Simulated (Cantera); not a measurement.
**Pyrogenic steam for wet oxidation**

An isothermal, constant-pressure homogeneous reactor starts with 22.8 % H₂, 17.5 % O₂, 59.6 % N₂, equivalence ratio 0.65, at 973 K and 600 Torr.

Detailed kinetics in Cantera: GRI-Mech 3.0 (53 species, 325 reactions). The temperature is held fixed by assumption; the heat of reaction is taken as removed at once.

| t (s) | x H₂ | x O₂ | x H₂O | x H | x NO | x HO₂ |
|---|---|---|---|---|---|---|
| 1.00e-6 | 0.228 | 0.175 | <1e-12 | 1.03e-11 | <1e-12 | 1.14e-11 |
| 1.09e-5 | 0.228 | 0.175 | 6.06e-11 | 1.10e-10 | <1e-12 | 1.74e-10 |
| 0.000119 | 0.228 | 0.175 | 3.70e-8 | 9.71e-9 | <1e-12 | 2.83e-8 |
| 0.00130 | 0.0863 | 0.109 | 0.160 | 4.00e-7 | 4.99e-8 | 6.85e-5 |
| 0.0141 | 0.0846 | 0.109 | 0.162 | 8.92e-7 | 4.61e-8 | 6.00e-5 |
| 0.154 | 0.0449 | 0.0900 | 0.206 | 9.61e-7 | 4.89e-8 | 6.11e-5 |
| 1.68 | 0.000408 | 0.0695 | 0.257 | 3.30e-9 | 5.46e-9 | 3.79e-6 |
| 18.3 | 5.11e-6 | 0.0693 | 0.257 | 5.78e-12 | 2.24e-9 | 1.01e-7 |
| 200 | 4.17e-11 | 0.0693 | 0.257 | <1e-12 | 1.23e-7 | 3.90e-10 |
x: mole fraction; the columns are a selection and need not sum to one.

Equilibrium at this temperature and pressure: H₂ 4.21e-11, O₂ 0.0693, H₂O 0.257, H <1e-12, NO 1.23e-5, HO₂ 3.95e-10 (gas phase only).
